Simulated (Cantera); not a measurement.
A closed system holds: 1 mol SiC, 0.38 mol O₂, 400 mol N₂, equilibrated at 52.5 Torr.

Method: chemical equilibrium by Gibbs-energy minimisation in Cantera with the NASA 1993 tables (ideal gas, pure condensed phases). Candidate condensed phases: C, Si, SiC, SiO₂, Si₂N₂O, Si₃N₄; 34 gas species. N₂ is the only nitrogen source here; it is nearly inert below about 1500 K, so the nitride shown seldom forms there in practice. Mutual solubility and eutectic melting of coexisting phases are not modelled. The tables' values for SiN are old estimates; treat these amounts as uncertain. The numbers say what is thermodynamically allowed, not how fast it happens.

x: gas mole fraction; n: condensed amount in mol.

```csv
T (K),x N₂,x CO,x SiO,x Si,x SiN,x Si₂N,x Si₂C,n C(graphite),n Si₂N₂O(s),n SiC(s),n Si₃N₄(s)
1475,0.999,0.000650,6.89e-7,3.26e-10,1.24e-10,<1e-12,<1e-12,0.740,0.500,0,0
1525,0.999,0.00126,(withheld),(withheld),6.88e-10,(withheld),(withheld),0,0.253,0.494,0
1575,0.999,0.00126,1.10e-5,1.44e-8,3.60e-9,1.03e-10,3.83e-11,0,0.250,0.495,0
1625,0.999,0.00128,3.80e-5,8.14e-8,1.69e-8,1.02e-9,3.06e-10,0,0.232,0.488,0.0108
1675,0.998,0.00177,0.000133,3.72e-7,6.48e-8,7.01e-9,1.93e-9,0,0,0.293,0.218
1725,0.998,(withheld),(withheld),(withheld),2.29e-7,(withheld),(withheld),0,0,(withheld),(withheld)
1775,0.998,0.00135,0.000550,5.98e-6,7.55e-7,2.38e-7,5.55e-8,0,0,0.460,0.105
1825,0.998,0.00101,0.000891,2.14e-5,2.32e-6,1.20e-6,2.59e-7,0,0,0.597,0.0117
1875,0.998,0.000979,0.000917,5.07e-5,4.80e-6,2.79e-6,7.89e-7,0,0,0.607,0
1925,0.998,0.00101,0.000883,0.000108,8.96e-6,5.50e-6,2.13e-6,0,0,0.593,0
1975,0.998,0.00108,0.000819,0.000215,1.57e-5,9.80e-6,5.29e-6,0,0,0.566,0
```

### Question
Some entries are withheld; supply them.

### Answer

- 1725, x CO: 0.00161
- 1725, x SiO: 0.000289
- 1725, x Si: 1.55e-6
- 1725, x Si₂N: 4.31e-8
- 1725, x Si₂C: 1.09e-8
- 1725, n SiC(s): 0.356
- 1725, n Si₃N₄(s): 0.176
- 1525, x SiO: 2.97e-6
- 1525, x Si: 2.25e-9
- 1525, x Si₂N: 8.86e-12
- 1525, x Si₂C: 4.15e-12
